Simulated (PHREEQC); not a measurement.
A made-up water analysis in mg/kgw, 20 °C, pH 6.71, pe 8.3:

```json
[
 {"constituent": "Na", "mg/kgw": "216"},
 {"constituent": "K", "mg/kgw": "6.06"},
 {"constituent": "Ca", "mg/kgw": "94.8"},
 {"constituent": "Mg", "mg/kgw": "99.7"},
 {"constituent": "Cl", "mg/kgw": "328"},
 {"constituent": "S(6) as SO4", "mg/kgw": "106"},
 {"constituent": "Alkalinity as HCO3", "mg/kgw": "689"},
 {"constituent": "Si as SiO2", "mg/kgw": "2.63"},
 {"constituent": "Pb", "mg/kgw": "2.93"},
 {"constituent": "N(5) as NO3", "mg/kgw": "2.93"},
 {"constituent": "Br", "mg/kgw": "0.603"}
]
```

Valence states are taken as typed.

Equilibrium calculation in PHREEQC: ion-association model, phreeqc.dat.

No solid was allowed to form.

### Question
Estimate the ionic strength.

### Answer
ionic strength 0.0282 mol/kgw.

### Question
In which forms is C present?

### Answer
HCO3- 69 %, CO2 28 %, MgHCO3+ 1.6 %, CaHCO3+ 0.9 % of the C.

The solution is supersaturated, for example in Cerussite, so a real one may precipitate; this is no full list.
